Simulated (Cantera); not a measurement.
An isothermal, constant-pressure homogeneous reactor starts with C2H6 : N2 = 1 : 3.7 (molar parts), at 1700 K and 1.01 bar.

Detailed kinetics in Cantera: GRI-Mech 3.0 (53 species, 325 reactions). GRI-Mech 3.0 stops at C3 and has no aromatics, soot or wall deposition, so with more carbon than oxygen in the feed, carbon stays in small species such as C2H2 where larger ones or solid carbon would form.

Task: Predict: x(C2H6) at 6.00 s; x(CH4) at 6.00 s; x(C2H4) at 6.00 s; x(H2) at 6.00 s; x(H) at 6.00 s; x(CH3) at 6.00 s.

Result: 
* **x(C2H6) at 6.00 s**: 1.34e-6 (gas-phase equilibrium 8.16e-7)
* **x(CH4) at 6.00 s**: 0.00755 (gas-phase equilibrium 0.00591)
* **x(C2H4) at 6.00 s**: 0.00204 (gas-phase equilibrium 0.00123)
* **x(H2) at 6.00 s**: 0.288 (gas-phase equilibrium 0.290)
* **x(H) at 6.00 s**: 7.91e-5 (gas-phase equilibrium 7.95e-5)
* **x(CH3) at 6.00 s**: 4.21e-5 (gas-phase equilibrium 3.28e-5)
